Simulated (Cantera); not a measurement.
Feed: 1 mol SiF4, 0.074 mol C3H8, 680 mol H2, at 1398.15 K and 10.0 Torr.

Method: chemical equilibrium by Gibbs-energy minimisation in Cantera with the NASA 1993 tables (ideal gas, pure condensed phases). Candidate condensed phases: C, C6H6, C7H8, C8H18, Si, SiC; 113 gas species. The tables' values for SiF3, SiF2 are old estimates; treat these amounts as uncertain. The numbers say what is thermodynamically allowed, not how fast it happens.

Base state: H2 0.997, HF 0.00178, SiF4 0.000721, SiF3 0.000263, SiHF3 9.04e-5, SiF2 6.64e-5, H 4.10e-5 (mole fractions); condensed: SiC(s).

**Question.** What changes in the equilibrium state with this change: temperature from 1398.15 K to 2175 K?

**Answer.** 
```csv
species,before,after
H2,0.997,0.952
H,4.10e-5,0.0412
HF,0.00178,0.00549
Si,3.00e-9,0.00117
SiF4,0.000721,5.73e-9
SiH,1.74e-9,6.11e-5
C2H2 (acetylene),2.13e-8,0.000146
SiHF3,9.04e-5,1.36e-8
SiF,3.00e-8,8.51e-5
"SiC(s), mol",0.218,0
```
The tables' values for SiF, SiF2 are old estimates; treat these amounts as uncertain. Gases not in the tables: Si2H6 and higher silanes.
